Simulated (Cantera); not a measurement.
A perfectly stirred reactor is fed with 9.34 % CH₄, 19.0 % O₂, 71.6 % N₂, equivalence ratio 0.98, at 0.240 bar; it is adiabatic with a 400 K inlet, and is followed from long to short residence time, starting on the burning branch (τ in s: 0.2, 0.073, 0.027, 0.0099, 0.0037, 0.0013, 0.0005, 0.00018, 6.7e-05, 2.5e-05, 9.2e-06).

Detailed kinetics in Cantera: GRI-Mech 3.0 (53 species, 325 reactions).

One state of this run: T (K) = 1843; x CH₄ = 0.000228; x O₂ = 0.0266; x O = 0.00577; x CO₂ = 0.0580; x C₂H₂ = 8.20e-8. x: mole fraction; the columns are a selection and need not sum to one.

**Question.** Which value of τ (s) does it belong to?
(A) 0.00018
(B) 0.20
(C) 0.0013
(D) 0.0099

**Answer.** C, 0.0013
